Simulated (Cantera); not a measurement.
An isothermal, constant-pressure homogeneous reactor starts with 32.2 % N2O, 0.267 % H2, 67.6 % N2, at 1300 K and 16.5 Torr.

Detailed kinetics in Cantera: GRI-Mech 3.0 (53 species, 325 reactions). GRI-Mech 3.0 was tuned for natural gas; its chemistry of N2O as a main component is partial and can be far from experiment. Radical loss at walls, strong at low pressure, is not modelled. The mechanism lacks the step 2 NO + O2 → 2 NO2, which can matter for NO2 below about 1400 K. The temperature is held fixed by assumption; the heat of reaction is taken as removed at once.

Q: Predict: x(N2O) at 1.00 s; x(H2) at 1.00 s; x(HO2) at 1.00 s; x(H) at 1.00 s; x(H2O) at 1.00 s.

A: 
```
Item                                                 Value
----------------  ----------------------------------------
x(N2O) at 1.00 s     0.291 (gas-phase equilibrium 3.45e-9)
x(H2) at 1.00 s    8.19e-8 (gas-phase equilibrium 3.66e-9)
x(HO2) at 1.00 s   3.60e-7 (gas-phase equilibrium 1.59e-9)
x(H) at 1.00 s    1.36e-8 (gas-phase equilibrium 4.54e-10)
x(H2O) at 1.00 s   0.00263 (gas-phase equilibrium 0.00230)
```
